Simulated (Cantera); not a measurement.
Cantera run:

```python
import numpy as np
import cantera as ct

gas_names = """
    H H2 N NH NH2 NH3 N2 N2H2 N2H4 Si SiH SiH2 SiH3 SiH4 SiN Si2 Si2N Si3
""".split()
cond_names = """
    Si(cr) Si(L) Si3N4(a)
""".split()


# ... load() reads the species with a 1 bar reference pressure and builds the phases ...
atoms = {
    'Si': {'Si': 1},
    'NH3': {'N': 1, 'H': 3},
    'N2': {'N': 2},
}
top_T = {'Si3N4(a)': 2400}  # K; cautious upper limits of use, not melting points


# ... equilibrate(T, P, feed) seeds the gas with the atoms and calls Mixture.equilibrate('TP', solver="vcs", rtol=1e-11, max_steps=5000) ...
results = []
feed = {'Si': 1, 'NH3': 12, 'N2': 52}  # mol
P = 1000  # Pa
for T in [1148, 1248, 1348, 1448, 1548, 1648, 1748, 1848, 1948]:
    mix = equilibrate(T, P, feed)
    results.append((T, P, feed, dict(zip(mix.species_names, mix.species_moles))))

top = {s: max(r[3][s] / sum(r[3][g] for g in gas_names) for r in results) for s in gas_names}
cols = sorted((s for s in top if top[s] > 0.001), key=lambda s: -top[s])[:9]
seen = [c for c in cond_names if any(r[3].get(c, 0) > 1e-12 for r in results)]
print("log10 of partial pressures in bar; condensed amounts in mol")
print(f"{'T/K':>10s}" + "".join(f"{s[:9]:>10s}" for s in cols + seen))
for T, P, feed, n in results:
    ng = sum(n[g] for g in gas_names)
    print(f"{T:10.4g}" + "".join(f"{np.log10(max(n[s] / ng * P / 1e5, 1e-99)):10.3f}" for s in cols)
          + "".join(f"{n.get(c, 0):10.4g}" for c in seen))
```

It prints:

```
log10 of partial pressures in bar; condensed amounts in mol
       T/K        N2        H2         H        Si     Si(L)  Si3N4(a)
      1148    -2.119    -2.622    -8.456   -16.845         0    0.3333
      1248    -2.119    -2.622    -7.642   -14.314         0    0.3333
      1348    -2.119    -2.622    -6.947   -12.162         0    0.3333
      1448    -2.119    -2.622    -6.346   -10.312         0    0.3333
      1548    -2.119    -2.622    -5.822    -8.704         0    0.3333
      1648    -2.119    -2.622    -5.361    -7.294         0    0.3332
      1748    -2.119    -2.623    -4.953    -6.048         0    0.3305
      1848    -2.118    -2.629    -4.590    -5.203    0.9418         0
      1948    -2.120    -2.633    -4.263    -4.634    0.7931         0
```

These are equilibrium values from Cantera (NASA tables, ideal gas, pure condensed phases), not measurements of a reactor. The tables' values for SiN are old estimates; treat these amounts as uncertain. Gases not in the tables: Si2H6 and higher silanes.
